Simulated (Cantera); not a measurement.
## Premixed flame

A freely propagating, adiabatic, planar premixed flame of H2 : O2 : N2 = 1 : 0.455 : 1.71 (molar parts), equivalence ratio 1.1, unburnt at 325 K and 10.0 bar; mixture-averaged transport, grid criteria slope 0.08 and curve 0.16, no radiation.

Computed with Cantera and the H2/O2 subset of GRI-Mech 3.0, which has no nitrogen chemistry. The hydrogen kinetics of GRI-Mech 3.0 are dated; newer H2 mechanisms differ, most at raised pressure. Burning velocities carry a grid error of a few per cent, more on coarse grids.

```tsv
z (mm)	T (K)	u (m/s)	x H2	x O2	x HO2	x OH	x O	x H2O
-0.0692	325	2.12	0.316	0.144	<1e-8	<1e-8	<1e-8	5.22e-8
-0.0462	325	2.12	0.315	0.144	<1e-8	<1e-8	<1e-8	5.75e-7
-0.0346	326	2.12	0.314	0.144	1.30e-7	<1e-8	<1e-8	6.59e-6
-0.0231	332	2.14	0.307	0.146	3.82e-6	1.53e-8	6.89e-8	0.000158
-0.0115	466	2.86	0.263	0.150	0.000435	1.31e-5	4.76e-6	0.0104
-0.00577	867	5.10	0.206	0.136	0.00158	0.000745	0.000174	0.0581
0	1371	7.90	0.142	0.0986	0.000762	0.00242	0.00144	0.141
0.00577	1712	9.80	0.0910	0.0578	0.000344	0.00561	0.00305	0.215
0.0115	1906	10.9	0.0632	0.0325	0.000161	0.00895	0.00357	0.258
0.0231	2095	11.9	0.0453	0.0146	5.66e-5	0.0118	0.00317	0.289
0.0462	2245	12.7	0.0384	0.00789	2.31e-5	0.0111	0.00191	0.306
0.0923	2349	13.2	0.0335	0.00450	9.65e-6	0.00856	0.000925	0.318
0.185	2413	13.5	0.0296	0.00238	3.75e-6	0.00618	0.000425	0.326
```
x: mole fraction of selected species; z is measured from the peak of heat release.

```yaml
laminar_burning_velocity: 212 cm/s
thermal_thickness: 0.0231 mm
peak x(HO2): 0.00162
peak x(OH): 0.0120
peak x(O): 0.00359
grid_points: 112
```
